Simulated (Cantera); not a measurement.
Source: NASA polynomial tables (part measured, part estimated), evaluated in Cantera. Values are per mole of reaction as written; species without (g) are pure solids or liquids, kept so even where they would boil at 1 bar.

2 H(g) + Cu(OH)2 → Cu + 2 H2O(g)

| T (K) | ΔH° (kJ) | ΔS° (J/K) | ΔG° (kJ) | log10 K |
|---|---|---|---|---|
| 300 | -469.4 | 72.7 | -491.2 | 85.52 |
| 500 | -478.8 | 48.8 | -503.1 | 52.56 |
| 600 | … | … | … | … |
| 700 | -488.9 | 31.8 | -511.1 | 38.14 |
| 800 | -494.1 | 24.8 | -513.9 | 33.56 |
| 900 | … | … | … | … |
| 1000 | -504.4 | 13.4 | -517.7 | 27.04 |

Fill in the missing entries.


- 600, ΔH° (kJ): -483.7
- 600, ΔS° (J/K): 39.7
- 600, ΔG° (kJ): -507.6
- 600, log10 K: 44.19
- 900, ΔH° (kJ): -499.3
- 900, ΔS° (J/K): 18.7
- 900, ΔG° (kJ): -516.1
- 900, log10 K: 29.95
